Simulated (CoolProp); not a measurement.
Vapour-liquid equilibrium of R125 (1) + R143a (2) at 1060 kPa; x and y are mole fractions of (1).

Computed with CoolProp (multi-fluid Helmholtz-energy mixture model, Lemmon 2005 and Lemmon and Jacobsen 2000; pair parameters Lemmon 2004).

| x | bubble temperature (K) | y at the bubble point | dew temperature at overall composition x (K) | liquid density (mol/L) |
|---|---|---|---|---|
| 0.05 | 291.6 | 0.050 | 291.6 | 11.33 |
| 0.2 | 291.5 | 0.204 | 291.5 | 11.16 |
| 0.35 | 291.2 | 0.360 | 291.3 | 11.00 |
| 0.5 | 290.8 | 0.515 | 290.9 | 10.85 |
| 0.65 | 290.3 | 0.668 | 290.4 | 10.70 |
| 0.8 | 289.6 | 0.816 | 289.7 | 10.55 |
| 0.95 | 288.8 | 0.956 | 288.8 | 10.41 |

No azeotrope shows between x = 0.05 and 0.95.

Pair parameters are fitted to limited data, so mixtures are less certain than the pure fluids.
